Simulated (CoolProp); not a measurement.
Vapour-liquid equilibrium of m-xylene (1) + n-undecane (2) at 0.00741 MPa; x and y are mole fractions of (1).

Model: multi-fluid Helmholtz-energy mixture model, Zhou 2012 and Aleksandrov 2011; pair parameters Bell 2016, in CoolProp.

| x | bubble temperature, mixture model (K) | bubble temperature, Raoult's law (K) | y, mixture model | y, Raoult's law |
|---|---|---|---|---|
| 0.05 | 379.6 | 379.4 | 0.251 | 0.259 |
| 0.2 | 366.4 | 365.9 | (withheld) | 0.654 |
| 0.35 | 357.3 | 356.7 | (withheld) | 0.818 |
| 0.5 | 350.4 | 350.0 | (withheld) | 0.900 |
| 0.65 | 345.0 | 344.7 | 0.946 | 0.947 |
| 0.8 | (withheld) | 340.4 | 0.976 | 0.976 |
| 0.95 | 336.9 | 336.9 | 0.995 | 0.995 |

Problem. Complete the blanks.

Solution. 
- 0.2, y, mixture model: 0.643
- 0.35, y, mixture model: 0.811
- 0.5, y, mixture model: 0.896
- 0.8, bubble temperature, mixture model (K): 340.6

The largest gap from Raoult's law is +0.6 K in bubble temperature, at x = 0.35. No azeotrope shows between x = 0.05 and 0.95.

Pair parameters are fitted to limited data, so mixtures are less certain than the pure fluids.
